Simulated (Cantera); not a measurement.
What does this Cantera script print?

```python
import numpy as np
import cantera as ct

gas = ct.Solution("gri30.yaml")
gas.TPX = 2323, 1700, {'CH4': 0.017, 'H2': 1, 'N2': 0.00081}
reactor = ct.IdealGasConstPressureReactor(gas, energy="off", clone=False)
net = ct.ReactorNet([reactor])
net.rtol, net.atol = 1e-08, 1e-18
show = ['CH4', 'H2', 'C2H', 'HCN', 'H', 'C2H2']
times = np.geomspace(0.0001, 3, 10)

steps = ct.SolutionArray(gas, extra=["t"])
rows = []
print(f"{'t/s':>10s}{'T/K':>9s}{'P/Pa':>11s}" + "".join(f"{s:>11s}" for s in show))
for t in times:
    while net.time < t:
        t_next = net.step()
        steps.append(gas.state, t=t_next)
    rows.append([np.interp(t, steps.t, y) for y in (steps.T, steps.P, *steps(*show).X.T)])
    print(f"{t:10.3e}{rows[-1][0]:9.1f}{rows[-1][1]:11.4g}" + "".join(f"{x:11.3e}" for x in rows[-1][2:]))
rate = np.gradient(steps.T, steps.t)
print("integrator steps:", len(steps.t))
if steps.T.max() > steps.T[0] + 200:
    print(f"time of steepest temperature rise: {steps.t[rate.argmax()]:.4e} s")
gas.TPX = 2323, 1700, {'CH4': 0.017, 'H2': 1, 'N2': 0.00081}
gas.equilibrate("TP")
print(f"equilibrium (TP): T = {gas.T:.1f} K  " + "  ".join(f"{s} {gas[s].X[0]:.3e}" for s in show))
```

Output:

```
       t/s      T/K       P/Pa        CH4         H2        C2H        HCN          H       C2H2
 1.000e-04   2323.0       1700  1.647e-02  9.819e-01  4.780e-13  6.531e-14  6.403e-04  1.549e-08
 3.144e-04   2323.0       1700  1.602e-02  9.805e-01  1.311e-10  2.862e-12  2.039e-03  1.325e-06
 9.884e-04   2323.0       1700  1.463e-02  9.764e-01  2.501e-08  2.261e-10  6.245e-03  8.196e-05
 3.107e-03   2323.0       1700  9.702e-03  9.689e-01  1.416e-06  1.140e-08  1.569e-02  1.833e-03
 9.769e-03   2323.0       1700  2.351e-03  9.648e-01  7.719e-06  1.123e-07  2.451e-02  6.364e-03
 3.071e-02   2323.0       1700  3.325e-04  9.585e-01  1.254e-05  3.099e-07  3.232e-02  7.793e-03
 9.655e-02   2323.0       1700  4.843e-05  9.491e-01  1.686e-05  5.271e-07  4.202e-02  7.978e-03
 3.035e-01   2323.0       1700  8.558e-06  9.325e-01  2.385e-05  8.013e-07  5.871e-02  7.938e-03
 9.543e-01   2323.0       1700  4.168e-06  9.145e-01  3.154e-05  1.589e-06  7.688e-02  7.859e-03
 3.000e+00   2323.0       1700  3.787e-06  9.110e-01  3.299e-05  4.492e-06  8.031e-02  7.843e-03
integrator steps: 1525
equilibrium (TP): T = 2323.0 K  CH4 3.712e-06  H2 9.110e-01  C2H 3.084e-05  HCN 1.031e-03  H 8.032e-02  C2H2 7.330e-03
```

Detailed kinetics in Cantera: GRI-Mech 3.0 (53 species, 325 reactions). GRI-Mech 3.0 stops at C3 and has no aromatics, soot or wall deposition, so with more carbon than oxygen in the feed, carbon stays in small species such as C2H2 where larger ones or solid carbon would form. Radical loss at walls, strong at low pressure, is not modelled.
